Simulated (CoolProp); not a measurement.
Saturation properties of CF4 (R14).

The numbers come from the reference Helmholtz-energy equation of state, Platzer 1990 in CoolProp. This equation is an older, rougher fit; its heat capacities, sound speeds and derivatives of the liquid may be far off and weren't checked against measurements.

```csv
T (K),p (bar),liquid density (kg/m³),vapour density (kg/m³)
125.6,0.2010,1703,(withheld)
137.2,0.5602,(withheld),(withheld)
148.7,1.296,1584,9.630
160.2,2.623,1520,18.66
171.8,4.812,1450,33.38
183.3,(withheld),1374,56.01
194.8,12.83,1288,90.64
206.3,19.33,1183,145.2
217.9,28.13,1035,243.9
```

Question: Some entries are withheld; supply them.

Answer: 
- 125.6, vapour density (kg/m³): 1.711
- 137.2, liquid density (kg/m³): 1645
- 137.2, vapour density (kg/m³): 4.420
- 183.3, p (bar): 8.107

It boils at 145.1 K under 1 atm.
